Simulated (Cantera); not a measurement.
Feed: 1 mol HCl, 2.3 mol H2, 1.4 mol O2, equilibrated at 2725 K and 1730 Torr.

Method: chemical equilibrium by Gibbs-energy minimisation in Cantera with the NASA 1993 tables (ideal gas, pure condensed phases). Candidate condensed phases: H2O; 14 gas species. Kinetics and transport are ignored.

Base state: H2O 0.592, HCl 0.229, O2 0.0588, Cl 0.0405, OH 0.0396, H2 0.0261, H 0.00664, O 0.00641 (mole fractions); condensed: gas only.

What changes in the equilibrium state with this change: pressure from 1730 Torr to 0.330 Torr?


```json
[
 {"species": "H", "before": "0.00664", "after": "0.542"},
 {"species": "O", "before": "0.00641", "after": "0.259"},
 {"species": "Cl", "before": "0.0405", "after": "0.107"},
 {"species": "H2O", "before": "0.592", "after": "0.00583"},
 {"species": "HCl", "before": "0.229", "after": "0.00946"},
 {"species": "O2", "before": "0.0588", "after": "0.0184"},
 {"species": "OH", "before": "0.0396", "after": "0.0250"},
 {"species": "H2", "before": "0.0261", "after": "0.0331"},
 {"species": "HOCl", "before": "4.75e-5", "after": "1.52e-8"},
 {"species": "Cl2", "before": "0.000117", "after": "1.56e-7"}
]
```
